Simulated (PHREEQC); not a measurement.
Make-up at 50 °C: 61 mmol/kgw HF, 0.045 mmol/kgw KF, 18 mmol/kgw H2SiF6 and 0.18 mmol/kgw HCl. Closed to the air; pH follows from the charge balance.

All values are PHREEQC results (ion-association model, phreeqc.dat), not measurements.

```
Property                   Value
----------------  --------------
pH                          1.50
ionic strength    0.0554 mol/kgw
density              0.990 g/cm³
total alkalinity     -169 meq/kg
```

```json
[
 {"species": "HF", "molality": "0.0595", "activity": "0.0603", "log γ": "0.006"},
 {"species": "H+", "molality": "0.0374", "activity": "0.0316", "log γ": "-0.074"},
 {"species": "SiF6-2", "molality": "0.0180", "activity": "0.00783", "log γ": "-0.362"},
 {"species": "F-", "molality": "0.000998", "activity": "0.000795", "log γ": "-0.099"},
 {"species": "HF2-", "molality": "0.000258", "activity": "0.000208", "log γ": "-0.093"},
 {"species": "Cl-", "molality": "0.000180", "activity": "0.000144", "log γ": "-0.097"},
 {"species": "K+", "molality": "4.50e-5", "activity": "3.59e-5", "log γ": "-0.098"},
 {"species": "H4SiO4", "molality": "1.69e-7", "activity": "1.71e-7", "log γ": "0.006"}
]
```

No solid was allowed to form. Constants without temperature data keep their 25 °C values here. SiF6-2 is the database's only silicon fluoride.
